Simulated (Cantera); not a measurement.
Input: 1 mol Si, 3.4 mol F2, 27 mol N2, held at 81.0 mbar.

Cantera equilibrium calculation (NASA polynomials, part measured and part estimated; ideal gas, pure solids and liquids). Candidate condensed phases: Si, Si3N4; 16 gas species. Rates play no part.

x: gas mole fraction; nothing condenses.

| T (K) | x N2 | x SiF4 | x F2 | x NF3 |
|---|---|---|---|---|
| 523 | 0.932 | 0.0351 | 6.97e-5 | 0.0327 |
| 548 | 0.932 | 0.0351 | ___ | 0.0327 |
| 573 | 0.932 | 0.0351 | 0.000406 | 0.0325 |
| 598 | 0.932 | 0.0351 | 0.000872 | 0.0322 |
| 623 | 0.932 | 0.0351 | 0.00175 | 0.0316 |
| 648 | 0.931 | 0.0350 | 0.00329 | 0.0305 |
| 673 | 0.930 | 0.0350 | 0.00579 | 0.0287 |
| 698 | 0.929 | 0.0349 | 0.00950 | 0.0261 |
| 723 | 0.927 | 0.0348 | 0.0145 | 0.0225 |
| 748 | 0.925 | 0.0346 | 0.0204 | 0.0181 |
| 773 | 0.923 | 0.0344 | ___ | ___ |
| 798 | 0.920 | 0.0342 | 0.0315 | 0.00926 |
| 823 | 0.917 | 0.0341 | 0.0350 | 0.00594 |

Q: Fill in the missing entries.

A: 
- 548, x F2: 0.000175
- 773, x F2: 0.0264
- 773, x NF3: 0.0135
